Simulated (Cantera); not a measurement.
**Premixed flame**

A freely propagating, adiabatic, planar premixed flame of H2 : O2 : N2 = 1 : 0.294 : 1.12 (molar parts), unburnt at 325 K and 0.320 bar; mixture-averaged transport, grid criteria slope 0.08 and curve 0.16, no radiation.

Cantera simulation using the H2/O2 subset of GRI-Mech 3.0, which has no nitrogen chemistry; the numbers are that mechanism's predictions, not measurements. Burning velocities carry a grid error of a few per cent, more on coarse grids.

| z (mm) | T (K) | u (m/s) | x H2 | x O2 | x OH | x HO2 | x H2O | x H2O2 |
|---|---|---|---|---|---|---|---|---|
| -4.66 | 325 | 3.11 | 0.414 | 0.122 | <1e-8 | <1e-8 | <1e-8 | <1e-8 |
| -3.11 | 325 | 3.11 | 0.414 | 0.122 | <1e-8 | <1e-8 | <1e-8 | <1e-8 |
| -2.33 | 325 | 3.11 | 0.414 | 0.122 | <1e-8 | <1e-8 | <1e-8 | <1e-8 |
| -1.55 | 325 | 3.11 | 0.414 | 0.122 | <1e-8 | <1e-8 | <1e-8 | <1e-8 |
| -0.777 | 334 | 3.19 | 0.412 | 0.122 | 9.74e-6 | 6.23e-5 | 0.000121 | 4.11e-6 |
| -0.389 | 614 | 5.70 | 0.377 | 0.116 | 0.000866 | 0.000112 | 0.0201 | 5.47e-5 |
| 0 | 1055 | 9.50 | 0.273 | 0.0811 | 0.00155 | 3.35e-5 | 0.100 | 1.12e-6 |
| 0.389 | 1338 | 12.0 | 0.171 | 0.0222 | 0.00376 | 8.46e-6 | 0.212 | 6.65e-7 |
| 0.777 | 1458 | 12.9 | 0.146 | 0.00499 | 0.00442 | 1.80e-6 | 0.246 | 4.82e-7 |
| 1.55 | 1571 | 13.8 | 0.149 | 0.00199 | 0.00515 | 6.57e-7 | 0.253 | 3.60e-7 |
| 3.11 | 1692 | 14.8 | 0.157 | 0.00146 | 0.00566 | 4.42e-7 | 0.257 | 2.25e-7 |
| 6.22 | 1814 | 15.7 | 0.166 | 0.000967 | 0.00564 | 2.82e-7 | 0.261 | 1.22e-7 |
| 12.4 | 1925 | 16.5 | 0.173 | 0.000551 | 0.00501 | 1.66e-7 | 0.265 | 6.15e-8 |
x: mole fraction of selected species; z is measured from the peak of heat release.

- laminar burning velocity: 311 cm/s
- thermal thickness: 1.55 mm
- peak x(OH): 0.00574
- peak x(HO2): 0.000233
- peak x(H2O2): 6.76e-5
- grid points: 141
